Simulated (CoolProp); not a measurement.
Saturation properties of n-perfluorohexane.

Computed with CoolProp (reference Helmholtz-energy equation of state, Gao 2022).

```tsv
T (K)	p (kPa)	liquid density (kg/m³)	vapour density (kg/m³)	liquid cp (kJ/(kg K))
262.8	4.770	1776	0.7424	0.9915
268.5	6.667	1760	1.018	1.000
274.2	9.157	1744	1.372	1.009
280	(withheld)	1728	1.829	1.018
285.7	16.54	1712	2.392	1.027
291.4	21.70	1695	3.088	1.036
297.1	28.08	1679	3.938	1.045
302.9	36.06	1662	4.984	1.054
308.6	45.58	1645	(withheld)	1.063
314.3	56.99	1628	7.685	1.072
320.1	(withheld)	1610	9.447	1.082
325.8	(withheld)	1593	11.48	1.091
331.5	(withheld)	1575	13.84	1.100
```

### Question
Fill in the missing entries.

### Answer

- 280, p (kPa): 12.44
- 308.6, vapour density (kg/m³): 6.219
- 320.1, p (kPa): 70.82
- 325.8, p (kPa): 86.85
- 331.5, p (kPa): 105.6

It boils at 330.3 K under 1 atm.
